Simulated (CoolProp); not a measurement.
Properties of ethylbenzene along the isobar 0.175 MPa (Tc = 344.0 °C, pc = 3.622 MPa, ω = 0.304).

Values from CoolProp's reference Helmholtz-energy equation of state, Zhou 2012.

| T (°C) | phase | cp (kJ/(kg K)) | expansivity (1/kK) | conductivity (mW/(m K)) | fugacity coefficient |
|---|---|---|---|---|---|
| -8.95 | liquid | 1.645 | 0.9723 | 136 | 0.0007805 |
| 13.35 | liquid | 1.710 | 0.9960 | 131 | 0.003660 |
| 35.65 | liquid | 1.780 | 1.028 | 125 | 0.01319 |
| 57.95 | liquid | 1.855 | 1.069 | 120 | ___ |
| 80.25 | liquid | 1.934 | 1.120 | 114 | 0.09629 |
| 102.55 | liquid | 2.015 | 1.184 | 109 | 0.2098 |
| 124.85 | liquid | 2.098 | 1.262 | 104 | 0.4102 |
| 147.15 | liquid | 2.183 | 1.361 | ___ | 0.7325 |
| 169.35 | gas | 1.809 | 2.810 | 22.8 | 0.9452 |
| 191.65 | gas | 1.876 | 2.567 | 25.2 | 0.9542 |
| 213.95 | gas | 1.941 | 2.374 | 27.7 | 0.9613 |
| 236.25 | gas | ___ | 2.215 | 30.3 | 0.9670 |
| 258.55 | gas | 2.066 | 2.082 | 33.0 | 0.9715 |
| 280.85 | gas | 2.125 | 1.968 | 35.6 | 0.9753 |
| 303.15 | gas | 2.182 | 1.869 | 38.4 | 0.9783 |

Q: Some entries are withheld; supply them.

A: 
- 57.95, fugacity coefficient: 0.03869
- 147.15, conductivity (mW/(m K)): 99.7
- 236.25, cp (kJ/(kg K)): 2.004

Thermal conductivity comes from a separate model (Mylona 2014).
